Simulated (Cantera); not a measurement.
# Equilibrium for nitride etching: AlN + HCl + N2

A closed system holds: 1 mol AlN, 23 mol HCl, 1.7 mol N2, equilibrated at 1330 Pa.

These are equilibrium values from Cantera (NASA tables, ideal gas, pure condensed phases), not measurements of a reactor. Candidate condensed phases: Al, AlCl3, AlN, NH4Cl; 20 gas species. The tables' values for AlCl2 are old estimates; treat these amounts as uncertain. Rates play no part.

From 798 K to 1698 K nothing is condensed. The main Al-bearing gas is AlCl3 throughout.

```json
[
 {"T (K)": "798", "x HCl": "0.810", "x N2": "0.0891", "x H2": "0.0607", "x AlCl3": "0.0403", "x Cl": "7.87e-11", "x AlCl2": "1.14e-10"},
 {"T (K)": "873", "x HCl": "0.810", "x N2": "0.0891", "x H2": "0.0607", "x AlCl3": "0.0405", "x Cl": "1.32e-9", "x AlCl2": "1.68e-9"},
 {"T (K)": "948", "x HCl": "0.810", "x N2": "0.0891", "x H2": "0.0607", "x AlCl3": "0.0405", "x Cl": "1.42e-8", "x AlCl2": "1.60e-8"},
 {"T (K)": "1023", "x HCl": "0.810", "x N2": "0.0891", "x H2": "0.0607", "x AlCl3": "0.0405", "x Cl": "1.09e-7", "x AlCl2": "1.09e-7"},
 {"T (K)": "1098", "x HCl": "0.810", "x N2": "0.0891", "x H2": "0.0607", "x AlCl3": "0.0405", "x Cl": "6.31e-7", "x AlCl2": "5.72e-7"},
 {"T (K)": "1173", "x HCl": "0.810", "x N2": "0.0891", "x H2": "0.0607", "x AlCl3": "0.0405", "x Cl": "2.93e-6", "x AlCl2": "2.41e-6"},
 {"T (K)": "1248", "x HCl": "0.810", "x N2": "0.0891", "x H2": "0.0607", "x AlCl3": "0.0405", "x Cl": "1.14e-5", "x AlCl2": "8.50e-6"},
 {"T (K)": "1323", "x HCl": "0.810", "x N2": "0.0891", "x H2": "0.0607", "x AlCl3": "0.0405", "x Cl": "3.78e-5", "x AlCl2": "2.59e-5"},
 {"T (K)": "1398", "x HCl": "0.810", "x N2": "0.0891", "x H2": "0.0607", "x AlCl3": "0.0404", "x Cl": "0.000111", "x AlCl2": "7.00e-5"},
 {"T (K)": "1473", "x HCl": "0.809", "x N2": "0.0890", "x H2": "0.0608", "x AlCl3": "0.0403", "x Cl": "0.000292", "x AlCl2": "0.000170"},
 {"T (K)": "1548", "x HCl": "0.809", "x N2": "0.0890", "x H2": "0.0608", "x AlCl3": "0.0401", "x Cl": "0.000699", "x AlCl2": "0.000377"},
 {"T (K)": "1623", "x HCl": "0.808", "x N2": "0.0890", "x H2": "0.0609", "x AlCl3": "0.0396", "x Cl": "0.00154", "x AlCl2": "0.000771"},
 {"T (K)": "1698", "x HCl": "0.806", "x N2": "0.0888", "x H2": "0.0610", "x AlCl3": "0.0387", "x Cl": "0.00318", "x AlCl2": "0.00146"}
]
```
x: gas mole fraction; nothing condenses.
